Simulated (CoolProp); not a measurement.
Model: reference Helmholtz-energy equation of state, Akasaka 2024, in CoolProp.

Problem. Give the vapour pressure (kPa), liquid density (kg/m³), vapour density (kg/m³), enthalpy of vaporisation (kJ/kg) of saturated R1132(E) at 253.5 K.

Solution. 
| T (K) | p (kPa) | liquid density (kg/m³) | vapour density (kg/m³) | enthalpy of vaporisation (kJ/kg) |
|---|---|---|---|---|
| 253.5 | 421 | 1060 | 14.0 | 275 |
